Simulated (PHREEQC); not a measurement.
Consider water at 20 °C with 0.19 mol/kgw KOH and 0.027 mol/kgw K2SO4. Closed to the air; pH follows from the charge balance.

Equilibrium calculation in PHREEQC: Pitzer model, pitzer.dat.

* **pH**: 13.33
* **ionic strength**: 0.271 mol/kgw
* **activity of water**: 0.992
* **specific conductance**: 40100 µS/cm
* **density**: 1.012 g/cm³
* **osmotic coefficient**: 0.907
* **total alkalinity**: 190 meq/kg

```tsv
species	molality	activity	log γ
K+	0.244	0.171	-0.154
OH-	0.190	0.144	-0.121
SO4-2	0.0270	0.00530	-0.707
```

No solid was allowed to form.
